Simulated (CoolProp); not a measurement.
Vapour-liquid equilibrium of R134a (1) + R123 (2) at 42 kPa; x and y are mole fractions of (1).

Computed with CoolProp (multi-fluid Helmholtz-energy mixture model, Tillner-Roth 1994 and Younglove 1994; pair parameters Bell 2016).

Q: Give the bubble temperature and the first vapour's composition at x = 0.35, 0.45, 0.85. Is there an azeotrope?

A: x = 0.35: 243.1 K, y = 0.888; x = 0.45: 239.7 K, y = 0.920; x = 0.85: 231.8 K, y = 0.981. No azeotrope shows between x = 0.05 and 0.95.

Pair parameters are fitted to limited data, so mixtures are less certain than the pure fluids.
